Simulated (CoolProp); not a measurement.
Methane at 296.87 K and 8.58 MPa flows at 0.16 m/s in a round tube of 25 mm bore and 45 µm roughness, fully developed (64/Re and Nu = 3.66 if laminar; Colebrook and Gnielinski if turbulent). Each further row changes one setting.

Values from CoolProp's reference Helmholtz-energy equation of state, Setzmann 1991.

| case | Reynolds number | Darcy friction factor | pressure drop (Pa/m) | heat-transfer coefficient (W/(m² K)) | mass flow (kg/h) |
|---|---|---|---|---|---|
| as stated | 19500 | 0.0296 | 0.975 | 110 | 18.2 |
| velocity 0.32 m/s | 39000 | 0.0268 | 3.53 | 205 | 36.4 |
| diameter 50 mm | 39000 | 0.0246 | 0.407 | 93.9 | 72.9 |

Viscosity comes from a separate model (Quiñones-Cisneros 2006). Thermal conductivity comes from a separate model (Friend 1989).
